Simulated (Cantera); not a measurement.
# Adiabatic ignition

An adiabatic, constant-pressure homogeneous reactor starts with 7.85 % CH4, 1.96 % H2, 18.9 % O2, 71.3 % N2, equivalence ratio 0.88, at 1775 K and 548 Torr.

Detailed kinetics in Cantera: GRI-Mech 3.0 (53 species, 325 reactions).

| t (s) | T (K) | x CH4 | x H2 | x O2 | x H2O | x CO2 |
|---|---|---|---|---|---|---|
| 7.00e-6 | 1775 | 0.0784 | 0.0196 | 0.189 | 1.80e-5 | 3.96e-9 |
| 1.49e-5 | 1775 | 0.0783 | 0.0196 | 0.189 | 6.72e-5 | 4.27e-8 |
| 3.18e-5 | 1775 | 0.0779 | 0.0196 | 0.189 | 0.000340 | 7.50e-7 |
| 6.79e-5 | 1783 | 0.0738 | 0.0198 | 0.186 | 0.00352 | 3.95e-5 |
| 0.000145 | 2551 | <1e-12 | 0.0224 | 0.0419 | 0.118 | 0.0335 |
| 0.000309 | 2710 | <1e-12 | 0.0190 | 0.0391 | 0.128 | 0.0374 |
| 0.000658 | 2782 | <1e-12 | 0.0172 | 0.0369 | 0.133 | 0.0398 |
| 0.00140 | 2783 | <1e-12 | 0.0172 | 0.0352 | 0.134 | 0.0399 |
| 0.00299 | 2779 | <1e-12 | 0.0174 | 0.0336 | 0.134 | 0.0399 |
| 0.00638 | 2778 | <1e-12 | 0.0174 | 0.0329 | 0.134 | 0.0399 |
| 0.0136 | 2778 | <1e-12 | 0.0174 | 0.0329 | 0.134 | 0.0399 |
| 0.0290 | 2778 | <1e-12 | 0.0174 | 0.0329 | 0.134 | 0.0399 |
| 0.0619 | 2778 | <1e-12 | 0.0174 | 0.0329 | 0.134 | 0.0399 |
| 0.132 | 2778 | <1e-12 | 0.0174 | 0.0329 | 0.134 | 0.0399 |
| 0.281 | 2778 | <1e-12 | 0.0174 | 0.0329 | 0.134 | 0.0399 |
| 0.600 | 2778 | <1e-12 | 0.0174 | 0.0329 | 0.134 | 0.0399 |
x: mole fraction; the columns are a selection and need not sum to one.

time of steepest temperature rise: 0.111 ms
temperature at 0.600 s: 2778 K
equilibrium temperature: 2778 K
x(CH4) at 0.600 s: <1e-12 (gas-phase equilibrium <1e-12)
x(H2) at 0.600 s: 0.0174 (gas-phase equilibrium 0.0174)
x(O2) at 0.600 s: 0.0329 (gas-phase equilibrium 0.0329)
